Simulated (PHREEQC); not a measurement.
## Leach liquor (model solution)

A solution holds 100 mmol/kgw H2SO4 and 2.1 mmol/kgw NiSO4, at 25 °C. Closed to the air; pH follows from the charge balance.

The numbers come from PHREEQC with the ion-association model, wateq4f.dat.

Each row changes one thing in this solution. No solid was allowed to form.

| case | pH | ionic strength (mol/kgw) | HSO4- (mol/kgw) | SO4-2 (mol/kgw) |
|---|---|---|---|---|
| as made | 1.02 | 0.143 | 0.0816 | 0.0199 |
| H2SO4 from 0.1 to 0.11 mol/kgw | 0.98 | 0.154 | 0.0907 | 0.0208 |
| NiSO4 from 0.0021 to 0.021 mol/kgw | 1.05 | 0.179 | ___ | ___ |
| NiSO4 left out | 1.01 | 0.139 | ___ | 0.0194 |
| NiSO4 replaced by MnSO4 at the same molality | 1.02 | 0.143 | 0.0816 | 0.0199 |
| NiSO4 replaced by FeSO4 at the same molality | 1.02 | 0.142 | 0.0813 | 0.0198 |
| H2SO4 replaced by Li2SO4 at the same molality | 6.90 | 0.268 | 3.77e-7 | ___ |
| NiSO4 from 0.0021 to 0.00021 mol/kgw | 1.01 | 0.139 | 0.0807 | 0.0194 |

Task: Fill in the missing entries.

Result: 
- NiSO4 from 0.0021 to 0.021 mol/kgw, HSO4- (mol/kgw): 0.0894
- NiSO4 from 0.0021 to 0.021 mol/kgw, SO4-2 (mol/kgw): 0.0251
- NiSO4 left out, HSO4- (mol/kgw): 0.0806
- H2SO4 replaced by Li2SO4 at the same molality, SO4-2 (mol/kgw): 0.0832

Species that the database lacks are ignored.
